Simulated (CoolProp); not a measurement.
Model: reference Helmholtz-energy equation of state, Lemmon 2006, in CoolProp. It is a short technical equation, of lower accuracy than the large ones.

**Question.** For CH3F (R41), give the phase and the Z, cp (kJ/(kg K)), speed of sound (m/s), expansivity (1/kK) at -10.35 °C and 240 bar; 22.15 °C and 240 bar.

**Answer.** 
- -10.35 °C and 240 bar: liquid; Z 0.480, cp 2.08, speed of sound 908, expansivity 2.69
- 22.15 °C and 240 bar: liquid; Z 0.470, cp 2.20, speed of sound 762, expansivity 3.31
